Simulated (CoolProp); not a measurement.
The numbers come from the reference Helmholtz-energy equation of state, Lemmon 2016 in CoolProp.

**Question.** For R227EA, give the phase and the Joule-Thomson coefficient (K/MPa), fugacity coefficient at 201.85 °C and 4570 kPa; 201.85 °C and 6400 kPa; 201.85 °C and 7310 kPa.

**Answer.** 
- 201.85 °C and 4570 kPa: supercritical; Joule-Thomson coefficient 4.74, fugacity coefficient 0.799
- 201.85 °C and 6400 kPa: supercritical; Joule-Thomson coefficient 4.20, fugacity coefficient 0.733
- 201.85 °C and 7310 kPa: supercritical; Joule-Thomson coefficient 3.71, fugacity coefficient 0.704
